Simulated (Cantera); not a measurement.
Charge: 1 mol MgO, 0.18 mol SO₂, 0.87 mol O₂, 0.069 mol H₂S, equilibrated at 240000 Pa.

Equilibrium computed with Cantera from the NASA thermochemical tables; the gas is ideal and each condensed phase is pure. Candidate condensed phases: H₂O, H₂SO₄, Mg, MgO, Mg(OH)₂, MgS, MgSO₄, S; 26 gas species. Rates play no part. All values below are at 1150 °C.

Base state: O₂ 0.704, SO₂ 0.216, H₂O 0.0641, SO₃ 0.0159, OH 3.36e-5 (mole fractions); condensed: MgO(s).

Q: What changes in the equilibrium state with this change: SO₂ from 0.18 to 0.089 mol?

A: 
```tsv
species	before	after
O₂	0.704	0.770
SO₂	0.216	0.149
H₂O	0.0641	0.0698
SO₃	0.0159	0.0114
OH	3.36e-5	3.59e-5
MgO(s), mol	1.00	1.00
```

Q: What changes in the equilibrium state with this change: pressure from 240000 Pa to 690000 Pa?

A: 
| species | before | after |
|---|---|---|
| O₂ | 0.704 | 0.815 |
| SO₂ | 0.216 | 0.0906 |
| H₂O | 0.0641 | 0.0827 |
| SO₃ | 0.0159 | 0.0122 |
| OH | 3.36e-5 | 3.04e-5 |
| MgO(s), mol | 1.00 | 0.837 |
| MgSO₄(l), mol | 0 | 0.163 |
Mutual solubility and eutectic melting of coexisting phases are not modelled.
